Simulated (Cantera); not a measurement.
Input (Python, Cantera):

```python
import numpy as np
import cantera as ct

gas = ct.Solution("gri30.yaml")
gas.TPX = 1200, 13332, {'C2H6': 1, 'N2': 34}
reactor = ct.IdealGasConstPressureReactor(gas, energy="off", clone=False)
net = ct.ReactorNet([reactor])
net.rtol, net.atol = 1e-08, 1e-18
show = ['C2H6', 'HCN', 'H2', 'C2H4', 'H']
times = np.geomspace(3e-05, 10, 15)

steps = ct.SolutionArray(gas, extra=["t"])
rows = []
print(f"{'t/s':>10s}{'T/K':>9s}{'P/Pa':>11s}" + "".join(f"{s:>11s}" for s in show))
for t in times:
    while net.time < t:
        t_next = net.step()
        steps.append(gas.state, t=t_next)
    rows.append([np.interp(t, steps.t, y) for y in (steps.T, steps.P, *steps(*show).X.T)])
    print(f"{t:10.3e}{rows[-1][0]:9.1f}{rows[-1][1]:11.4g}" + "".join(f"{x:11.3e}" for x in rows[-1][2:]))
rate = np.gradient(steps.T, steps.t)
print("integrator steps:", len(steps.t))
if steps.T.max() > steps.T[0] + 200:
    print(f"time of steepest temperature rise: {steps.t[rate.argmax()]:.4e} s")
gas.TPX = 1200, 13332, {'C2H6': 1, 'N2': 34}
gas.equilibrate("TP")
print(f"equilibrium (TP): T = {gas.T:.1f} K  " + "  ".join(f"{s} {gas[s].X[0]:.3e}" for s in show))
```

Output:

```
       t/s      T/K       P/Pa       C2H6        HCN         H2       C2H4          H
 3.000e-05   1200.0  1.333e+04  2.857e-02  5.878e-21  8.871e-10  1.319e-09  6.656e-10
 7.441e-05   1200.0  1.333e+04  2.857e-02  1.335e-19  1.463e-08  1.867e-08  4.632e-09
 1.845e-04   1200.0  1.333e+04  2.857e-02  2.477e-17  2.422e-07  2.707e-07  3.011e-08
 4.577e-04   1200.0  1.333e+04  2.856e-02  8.770e-15  3.665e-06  3.845e-06  1.778e-07
 1.135e-03   1200.0  1.333e+04  2.850e-02  2.047e-12  4.750e-05  4.877e-05  8.371e-07
 2.816e-03   1200.0  1.333e+04  2.811e-02  6.368e-11  3.820e-04  3.936e-04  1.992e-06
 6.983e-03   1200.0  1.333e+04  2.668e-02  2.310e-10  1.633e-03  1.686e-03  2.557e-06
 1.732e-02   1200.0  1.333e+04  2.307e-02  3.975e-10  4.828e-03  4.908e-03  2.832e-06
 4.296e-02   1200.0  1.333e+04  1.542e-02  5.508e-10  1.180e-02  1.141e-02  3.376e-06
 1.065e-01   1200.0  1.333e+04  4.818e-03  6.850e-10  2.269e-02  1.881e-02  3.978e-06
 2.643e-01   1200.0  1.333e+04  4.939e-04  7.314e-10  3.048e-02  1.817e-02  2.173e-06
 6.554e-01   1200.0  1.333e+04  5.427e-05  7.329e-10  3.433e-02  1.485e-02  8.210e-07
 1.626e+00   1200.0  1.333e+04  1.162e-05  7.313e-10  3.716e-02  1.192e-02  4.049e-07
 4.032e+00   1200.0  1.333e+04  6.315e-06  7.291e-10  4.035e-02  8.540e-03  3.255e-07
 1.000e+01   1200.0  1.333e+04  3.656e-06  7.266e-10  4.404e-02  4.627e-03  2.846e-07
integrator steps: 1191
equilibrium (TP): T = 1200.0 K  C2H6 5.515e-07  HCN 3.089e-02  H2 4.525e-02  C2H4 6.025e-04  H 1.157e-07
```

Detailed kinetics in Cantera: GRI-Mech 3.0 (53 species, 325 reactions). GRI-Mech 3.0 stops at C3 and has no aromatics, soot or wall deposition, so with more carbon than oxygen in the feed, carbon stays in small species such as C2H2 where larger ones or solid carbon would form.
